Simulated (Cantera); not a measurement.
An adiabatic, constant-volume homogeneous reactor starts with H₂ : O₂ : N₂ = 1 : 0.208 : 0.783 (molar parts), equivalence ratio 2.4, at 1350 K and 0.400 bar. Integrator tolerance rtol = 1e-08.

Cantera simulation using the H2/O2 subset of GRI-Mech 3.0, which has no nitrogen chemistry; the numbers are that mechanism's predictions, not measurements.

Task: What does this change do: initial temperature 1350 to 1325 K?

Result: 
| quantity | before | after |
|---|---|---|
| time of steepest temperature rise | 63.9 µs | 70.9 µs |
| temperature at 4.00 s | 2765 K | 2758 K |
| equilibrium temperature | 2765 K | 2758 K |
| x(H₂) at 4.00 s | 0.301 (gas-phase equilibrium 0.301) | 0.302 (gas-phase equilibrium 0.302) |
| x(O₂) at 4.00 s | 0.000250 (gas-phase equilibrium 0.000250) | 0.000233 (gas-phase equilibrium 0.000233) |
| x(O) at 4.00 s | 0.000864 (gas-phase equilibrium 0.000864) | 0.000805 (gas-phase equilibrium 0.000805) |
| x(H₂O₂) at 4.00 s | 3.51e-8 (gas-phase equilibrium 3.51e-8) | 3.38e-8 (gas-phase equilibrium 3.38e-8) |
| x(HO₂) at 4.00 s | 2.34e-7 (gas-phase equilibrium 2.34e-7) | 2.20e-7 (gas-phase equilibrium 2.20e-7) |
| x(H₂O) at 4.00 s | 0.216 (gas-phase equilibrium 0.216) | 0.217 (gas-phase equilibrium 0.217) |
| x(OH) at 4.00 s | 0.00897 (gas-phase equilibrium 0.00897) | 0.00864 (gas-phase equilibrium 0.00864) |

Task: What does this change do: 0.057 parts H2O added?

Result: 
| quantity | before | after |
|---|---|---|
| time of steepest temperature rise | 63.9 µs | 65.9 µs |
| temperature at 4.00 s | 2765 K | 2734 K |
| equilibrium temperature | 2765 K | 2734 K |
| x(H₂) at 4.00 s | 0.301 (gas-phase equilibrium 0.301) | 0.294 (gas-phase equilibrium 0.294) |
| x(O₂) at 4.00 s | 0.000250 (gas-phase equilibrium 0.000250) | 0.000254 (gas-phase equilibrium 0.000254) |
| x(O) at 4.00 s | 0.000864 (gas-phase equilibrium 0.000864) | 0.000771 (gas-phase equilibrium 0.000771) |
| x(H₂O₂) at 4.00 s | 3.51e-8 (gas-phase equilibrium 3.51e-8) | 3.70e-8 (gas-phase equilibrium 3.70e-8) |
| x(HO₂) at 4.00 s | 2.34e-7 (gas-phase equilibrium 2.34e-7) | 2.33e-7 (gas-phase equilibrium 2.33e-7) |
| x(H₂O) at 4.00 s | 0.216 (gas-phase equilibrium 0.216) | 0.240 (gas-phase equilibrium 0.240) |
| x(OH) at 4.00 s | 0.00897 (gas-phase equilibrium 0.00897) | 0.00879 (gas-phase equilibrium 0.00879) |

Task: What does this change do: H2 1 to 0.68 parts?

Result: 
| quantity | before | after |
|---|---|---|
| time of steepest temperature rise | 63.9 µs | 57.9 µs |
| temperature at 4.00 s | 2765 K | 2876 K |
| equilibrium temperature | 2765 K | 2876 K |
| x(H₂) at 4.00 s | 0.301 (gas-phase equilibrium 0.301) | 0.167 (gas-phase equilibrium 0.167) |
| x(O₂) at 4.00 s | 0.000250 (gas-phase equilibrium 0.000250) | 0.00229 (gas-phase equilibrium 0.00229) |
| x(O) at 4.00 s | 0.000864 (gas-phase equilibrium 0.000864) | 0.00396 (gas-phase equilibrium 0.00396) |
| x(H₂O₂) at 4.00 s | 3.51e-8 (gas-phase equilibrium 3.51e-8) | 1.46e-7 (gas-phase equilibrium 1.46e-7) |
| x(HO₂) at 4.00 s | 2.34e-7 (gas-phase equilibrium 2.34e-7) | 1.65e-6 (gas-phase equilibrium 1.65e-6) |
| x(H₂O) at 4.00 s | 0.216 (gas-phase equilibrium 0.216) | 0.242 (gas-phase equilibrium 0.242) |
| x(OH) at 4.00 s | 0.00897 (gas-phase equilibrium 0.00897) | 0.0215 (gas-phase equilibrium 0.0215) |
